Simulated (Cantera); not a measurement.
## Low-pressure radical oxidation in H2/O2

A perfectly stirred reactor is fed with 3.65 % H₂, 93.5 % O₂, 2.81 % H₂O, equivalence ratio 0.019, at 0.00140 bar; it is held at 1150 K, and followed from long to short residence time.

Cantera simulation using GRI-Mech 3.0 (53 species, 325 reactions); the numbers are that mechanism's predictions, not measurements. Radical loss at walls, strong at low pressure, is not modelled. The temperature is held fixed by assumption; the heat of reaction is taken as removed at once.

```csv
τ (s),x H₂,x O₂,x H₂O₂,x HO₂,x OH
1.0,0.000823,0.914,1.33e-8,4.53e-7,0.00256
0.48,0.00109,0.911,1.37e-8,4.71e-7,0.00279
0.23,0.00150,0.910,1.47e-8,4.85e-7,0.00302
0.11,0.00225,0.910,1.66e-8,4.99e-7,0.00328
0.055,0.00355,0.910,1.95e-8,5.12e-7,0.00360
0.027,0.00594,0.912,2.37e-8,5.20e-7,0.00395
0.013,0.0103,0.916,2.77e-8,5.16e-7,0.00417
0.0063,0.0177,0.921,2.68e-8,4.86e-7,0.00382
0.0030,0.0293,0.930,1.05e-8,3.95e-7,0.00198
```
x: mole fraction; the columns are a selection and need not sum to one.
